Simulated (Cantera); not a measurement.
A perfectly stirred reactor is fed with CH₃OH : O₂ : N₂ = 1 : 1.92 : 18.1 (molar parts), equivalence ratio 0.78, at 7500 Torr; it is adiabatic with a 700 K inlet, and is followed from long to short residence time, starting on the burning branch (τ in s: 0.046, 0.021, 0.0096, 0.0044, 0.002, 0.00092, 0.00042, 0.00019, 8.8e-05, 4e-05).

Detailed kinetics in Cantera: GRI-Mech 3.0 (53 species, 325 reactions). GRI-Mech 3.0 was tuned for natural gas; its chemistry of methanol as a main component is partial and can be far from experiment.

Task: Predict: blow-out, bracketed by the residence times tried; x(CH₃OH) at τ = 46.0 ms; x(O₂) at τ = 46.0 ms; x(OH) at τ = 46.0 ms; x(HCO) at τ = 46.0 ms; x(CH₃OH) at τ = 0.920 ms; x(O₂) at τ = 0.920 ms.

Result: 
```
Property                                                                       Result
------------------------------------------------  -----------------------------------
blow-out, bracketed by the residence times tried  burning at 2.00 ms, out at 0.920 ms
x(CH₃OH) at τ = 46.0 ms                                                       5.56e-6
x(O₂) at τ = 46.0 ms                                                           0.0196
x(OH) at τ = 46.0 ms                                                         0.000154
x(HCO) at τ = 46.0 ms                                                         1.16e-8
x(CH₃OH) at τ = 0.920 ms                                                       0.0476
x(O₂) at τ = 0.920 ms                                                          0.0913
```
